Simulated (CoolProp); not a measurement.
Vapour-liquid equilibrium of chloromethane (R40) (1) + isobutene (2) at 0.598 MPa; x and y are mole fractions of (1).

Computed with CoolProp (multi-fluid Helmholtz-energy mixture model, Thol 2014 and Lemmon 2005; pair parameters Bell 2016).

| x | bubble temperature (K) | y at the bubble point | dew temperature at overall composition x (K) | liquid density (mol/L) |
|---|---|---|---|---|
| 0.05 | 320.1 | 0.094 | 321.2 | 10.19 |
| 0.2 | 314.7 | 0.320 | 317.6 | 11.04 |
| 0.35 | 310.5 | 0.490 | 313.9 | 11.99 |
| 0.5 | 307.2 | 0.629 | 310.3 | 13.06 |
| 0.65 | 304.5 | 0.750 | 306.7 | 14.29 |
| 0.8 | 302.1 | 0.861 | 303.4 | 15.71 |
| 0.95 | 300.0 | 0.966 | 300.3 | 17.39 |

No azeotrope shows between x = 0.05 and 0.95.

The pair parameters rest on a limited set of measurements; away from them the model extrapolates.
